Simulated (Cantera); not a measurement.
Feed: 1 mol trisilylamine, 2.5 mol NH₃, 64 mol H₂, equilibrated at 1523 K.

These are equilibrium values from Cantera (NASA tables, ideal gas, pure condensed phases), not measurements of a reactor. Candidate condensed phases: Si, Si₃N₄; 18 gas species. The feed counts by its element totals alone. Mutual solubility and eutectic melting of coexisting phases are not modelled. Rates play no part.

x: gas mole fraction; n: condensed amount in mol.

| P (Pa) | x H₂ | x N₂ | x H | x Si | x SiH | x SiH₂ | n Si(s) | n Si₃N₄(s) |
|---|---|---|---|---|---|---|---|---|
| 5 | 0.973 | 0.0236 | 0.00322 | 0.000361 | 7.35e-6 | 1.95e-6 | 2.97 | 0 |
| 26 | 0.975 | 0.0236 | 0.00142 | 6.93e-5 | 3.23e-6 | 1.95e-6 | 2.99 | 0 |
| 140 | 0.976 | 0.0236 | 0.000610 | 1.29e-5 | 1.39e-6 | 1.96e-6 | 3.00 | 0 |
| 710 | 0.989 | 0.0104 | 0.000273 | 2.54e-6 | 6.22e-7 | 1.98e-6 | (withheld) | 0.494 |
| 3700 | 0.998 | 0.00200 | 0.000120 | 4.87e-7 | 2.74e-7 | 2.00e-6 | (withheld) | 0.803 |
| 19000 | 1.000 | 0.000390 | 5.30e-5 | 9.49e-8 | 1.21e-7 | 2.00e-6 | (withheld) | 0.861 |
| 100000 | 1.000 | 7.40e-5 | 2.31e-5 | 1.80e-8 | 5.27e-8 | 2.00e-6 | (withheld) | 0.872 |

What belongs in the gaps?


- 710, n Si(s): 1.52
- 3700, n Si(s): 0.592
- 19000, n Si(s): 0.417
- 100000, n Si(s): 0.383
